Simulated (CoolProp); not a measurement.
R1234ze(E) along the isotherm 388.1 K: Z from the reference equation and from simpler models built on Tc = 382.5 K, pc = 36.35 bar, ω = 0.313; each cubic takes its own stable root.

The numbers come from the reference Helmholtz-energy equation of state, Thol 2016 in CoolProp.

| p (bar) | phase | reference |
|---|---|---|
| 15 | gas | 0.8479 |
| 30 | gas | 0.6419 |
| 45 | supercritical | 0.2318 |
| 60 | supercritical | 0.2657 |
| 75 | supercritical | 0.3127 |
| 90 | supercritical | 0.3609 |
| 105 | supercritical | 0.4090 |
| 120 | supercritical | 0.4567 |
| 135 | supercritical | 0.5040 |
| 150 | supercritical | 0.5507 |

Question: How far does each simpler model (van der Waals, Redlich-Kwong, Soave-Redlich-Kwong) lie from the reference over these 10 states: mean and median of the absolute difference, and the worst?

Answer: 
- van der Waals: mean 32.9 %, median 39.7 %, worst +41.9 % at 388.1 K and 60 bar
- Redlich-Kwong: mean 12.0 %, median 12.6 %, worst +22.2 % at 388.1 K and 45 bar
- Soave-Redlich-Kwong: mean 13.1 %, median 13.3 %, worst +26.4 % at 388.1 K and 45 bar
